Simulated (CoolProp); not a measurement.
Values from CoolProp's reference Helmholtz-energy equation of state, Tillner-Roth 1997.

### Question
Give the vapour pressure (MPa), vapour density (kg/m³), enthalpy of vaporisation (kJ/kg), vapour viscosity (µPa s) of saturated CH2F2 (R32) at 196.8, 199.8 K.

### Answer
| T (K) | p (MPa) | vapour density (kg/m³) | enthalpy of vaporisation (kJ/kg) | vapour viscosity (µPa s) |
|---|---|---|---|---|
| 196.8 | 0.0239 | 0.774 | 407 | 8.73 |
| 199.8 | 0.0292 | 0.931 | 404 | 8.87 |

Viscosity comes from a separate model (Bell 2016), an estimate that may be off by 10 % or more.
